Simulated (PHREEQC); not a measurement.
A solution holds 0.1 mol/kgw ZnSO4 and 0.09 mol/kgw H3BO3, at 25 °C. Closed to the air; pH follows from the charge balance.

Equilibrium calculation in PHREEQC: ion-association model, wateq4f.dat.

Precipitation was switched off in this run.

Estimate the pH, ionic strength.

pH 5.21; ionic strength 0.195 mol/kgw.

In which forms is S present?

ZnSO4 39 %, SO4-2 37 %, Zn(SO4)2-2 23 % of the S.

Complexes and solids missing from the database can't appear.
